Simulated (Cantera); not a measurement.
A Cantera script and what it prints.

```python
import numpy as np
import cantera as ct

gas_names = """
    H HNO HNO2 HNO3 HO2 H2 H2O H2O2 Hg N NH NH2 NH3 NH2OH NO NO2 NO3 N2 N2H2 N2H4 N2O O OH O2 O3
""".split()
cond_names = """
    H2O(s) H2O(L) Hg(cr) Hg(L) HgO(s)
""".split()


# ... load() reads the species with a 1 bar reference pressure and builds the phases ...
atoms = {
    'HgO': {'Hg': 1, 'O': 1},
    'H2': {'H': 2},
    'N2': {'N': 2},
}
top_T = {}  # K; cautious upper limits of use, not melting points


# ... equilibrate(T, P, feed) seeds the gas with the atoms and calls Mixture.equilibrate('TP', solver="vcs", rtol=1e-11, max_steps=5000) ...
results = []
feed = {'HgO': 1, 'H2': 5.2, 'N2': 65}  # mol
T = 623.15  # K
P = 10000  # Pa
mix = equilibrate(T, P, feed)
results.append((T, P, feed, dict(zip(mix.species_names, mix.species_moles))))
print(gas.report(threshold=1e-05))
for i in range(1, mix.n_phases):
    print(f"{mix.phase(i).name:16s} {mix.phase_moles(i):12.5e} mol")
```

It prints:

```
       temperature   623.15 K
          pressure   10000 Pa
           density   0.055518 kg/m^3
  mean mol. weight   28.765 kg/kmol
   phase of matter   gas

                          1 kg             1 kmol
                     ---------------   ---------------
          enthalpy         2.447e+05        7.0388e+06  J
   internal energy             64580        1.8576e+06  J
           entropy            8052.9        2.3164e+05  J/K
    Gibbs function       -4.7735e+06       -1.3731e+08  J
 heat capacity c_p            1047.4             30127  J/K
 heat capacity c_v            758.32             21813  J/K

                      mass frac. Y      mole frac. X     chem. pot. / RT
                     ---------------   ---------------   ---------------
                H2         0.0041303          0.058933           -21.608
               H2O         0.0087965          0.014045           -76.842
                Hg          0.097946          0.014045           -16.305
               NH3         2.293e-05        3.8728e-05           -45.511
                N2            0.8891           0.91294           -26.199
     [  +20 minor]        6.4203e-18        1.8253e-16

Hg(L)             0.00000e+00 mol
HgO(s)            0.00000e+00 mol
```

Method: chemical equilibrium by Gibbs-energy minimisation in Cantera with the NASA 1993 tables (ideal gas, pure condensed phases).
